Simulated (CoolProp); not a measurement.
Methanol along the isotherm 598 K: density (kg/m³) from the reference equation and from simpler models built on Tc = 513.4 K, pc = 8216 kPa, ω = 0.565; each cubic takes its own stable root.

Computed with CoolProp (reference Helmholtz-energy equation of state, de Reuck 1993).

```json
[
 {"p (kPa)": "130", "phase": "gas", "reference": "0.8402"},
 {"p (kPa)": "202", "phase": "gas", "reference": "1.308"},
 {"p (kPa)": "315", "phase": "gas", "reference": "2.044"},
 {"p (kPa)": "490", "phase": "gas", "reference": "3.192"},
 {"p (kPa)": "764", "phase": "gas", "reference": "5.009"},
 {"p (kPa)": "1190", "phase": "gas", "reference": "7.880"},
 {"p (kPa)": "1850", "phase": "gas", "reference": "12.45"},
 {"p (kPa)": "2880", "phase": "gas", "reference": "19.91"},
 {"p (kPa)": "4490", "phase": "gas", "reference": "32.45"},
 {"p (kPa)": "6990", "phase": "gas", "reference": "54.42"},
 {"p (kPa)": "10900", "phase": "supercritical", "reference": "97.04"},
 {"p (kPa)": "16900", "phase": "supercritical", "reference": "191.8"},
 {"p (kPa)": "26400", "phase": "supercritical", "reference": "360.1"},
 {"p (kPa)": "41100", "phase": "supercritical", "reference": "470.8"}
]
```

Question: How far does each simpler model (van der Waals, Peng-Robinson) lie from the reference over these 14 states: mean and median of the absolute difference, and the worst?

Answer: 
- van der Waals: mean 6.5 %, median 0.7 %, worst -34.5 % at 598 K and 41100 kPa
- Peng-Robinson: mean 4.2 %, median 0.5 %, worst -23.2 % at 598 K and 26400 kPa
